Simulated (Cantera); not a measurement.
Input: 1 mol PbO, 8.3 mol CO, 4.1 mol N₂, at 875 K and 11.0 mbar.

Cantera equilibrium calculation (NASA polynomials, part measured and part estimated; ideal gas, pure solids and liquids). Candidate condensed phases: C, Pb, PbO, PbO₂, Pb₃O₄; 27 gas species. Equilibrium is a limit: real reactors are often held back by kinetics, nucleation or transport.

What is the equilibrium state?


| Item | Result |
|---|---|
| x(CO) | 0.589 |
| x(N₂) | 0.331 |
| x(CO₂) | 0.0806 |
| x(Pb) | 6.13e-5 |
| n(Pb(l)) | 0.999 mol |
| gas amount | 12.40 mol |
| log10 activity of C(graphite) (absent) | -0.29 |
| log10 activity of PbO₂(s) (absent) | -20.26 |
